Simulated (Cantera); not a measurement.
Equilibrium for metals in furnace atmospheres: Fe + NH₃ + H₂

Input: 1 mol Fe, 4.5 mol NH₃, 1 mol H₂, held at 69.0 Pa.

These are equilibrium values from Cantera (NASA tables, ideal gas, pure condensed phases), not measurements of a reactor. Candidate condensed phases: Fe; 10 gas species. Kinetics and transport are ignored.

| T (K) | x H₂ | x N₂ | x Fe | x H | n Fe(α) | n Fe(γ) | n Fe(δ) |
|---|---|---|---|---|---|---|---|
| 698 | 0.775 | 0.225 | <1e-12 | <1e-12 | 1.00 | 0 | 0 |
| 798 | 0.775 | 0.225 | <1e-12 | 8.93e-11 | 1.00 | 0 | 0 |
| 898 | 0.775 | 0.225 | <1e-12 | 3.67e-9 | 1.00 | 0 | 0 |
| 998 | 0.775 | 0.225 | 1.95e-11 | 7.21e-8 | 1.00 | 0 | 0 |
| 1098 | 0.775 | 0.225 | 1.69e-9 | 8.29e-7 | 1.00 | 0 | 0 |
| 1198 | 0.775 | 0.225 | 6.72e-8 | 6.37e-6 | 0 | 1.000 | 0 |
| 1298 | 0.775 | 0.225 | 1.49e-6 | 3.59e-5 | 0 | 1.000 | 0 |
| 1398 | 0.775 | 0.225 | 2.11e-5 | 0.000159 | 0 | 1.000 | 0 |
| 1498 | 0.774 | 0.225 | 0.000208 | 0.000576 | 0 | 0.998 | 0 |
| 1598 | 0.772 | 0.224 | 0.00153 | 0.00178 | 0 | 0.985 | 0 |
| 1698 | 0.764 | 0.222 | 0.00883 | 0.00481 | 0 | 0 | 0.911 |
| 1798 | 0.733 | 0.214 | 0.0415 | 0.0115 | 0 | 0 | 0.565 |
x: gas mole fraction; n: condensed amount in mol.

From 698 K to 1098 K the condensed part is Fe(α). From 1198 K to 1598 K the condensed part is Fe(γ). From 1698 K to 1798 K the condensed part is Fe(δ).
